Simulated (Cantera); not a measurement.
# Equilibrium for iron carbonyl, mercury and lead vapours: PbO + O2 + H2

Input: 1 mol PbO, 0.019 mol O2, 3.5 mol H2, held at 1.00 bar.

These are equilibrium values from Cantera (NASA tables, ideal gas, pure condensed phases), not measurements of a reactor. Candidate condensed phases: H2O, Pb, PbO, PbO2, Pb3O4; 12 gas species. Rates play no part.

| T (K) | log p H2 | log p H2O | log p Pb | log p H | log p Pb2 | log p PbO | n Pb(s) | n Pb(l) |
|---|---|---|---|---|---|---|---|---|
| 475 | -0.15 | -0.53 | <-12 | <-12 | <-12 | <-12 | 1.00 | 0 |
| 575 | -0.15 | -0.53 | <-12 | <-12 | <-12 | <-12 | 1.00 | 0 |
| 675 | -0.15 | -0.53 | -9.47 | <-12 | <-12 | <-12 | 0 | 1.00 |
| 775 | -0.15 | -0.53 | -7.60 | <-12 | <-12 | <-12 | 0 | 1.00 |
| 875 | -0.15 | -0.53 | -6.17 | -10.38 | <-12 | <-12 | 0 | 1.000 |
| 975 | -0.15 | -0.53 | -5.04 | -9.02 | -10.71 | -11.13 | 0 | 1.000 |
| 1075 | -0.15 | -0.53 | -4.12 | -7.91 | -9.17 | -9.61 | 0 | 1.000 |
| 1175 | -0.15 | -0.53 | -3.36 | -6.99 | -7.90 | -8.34 | 0 | 0.998 |
| 1275 | -0.15 | -0.53 | -2.72 | -6.21 | -6.84 | -7.28 | 0 | 0.993 |
| 1375 | -0.16 | -0.53 | -2.18 | -5.54 | -5.94 | -6.37 | 0 | 0.977 |
| 1475 | -0.16 | -0.54 | -1.72 | -4.97 | -5.16 | -5.58 | 0 | 0.931 |
| 1575 | -0.17 | -0.55 | -1.31 | -4.47 | -4.49 | -4.90 | 0 | 0.820 |
log p: log10 of the partial pressure in bar; n: condensed amount in mol.

From 475 K to 575 K the condensed part is Pb(s). From 675 K to 1575 K the condensed part is Pb(l).
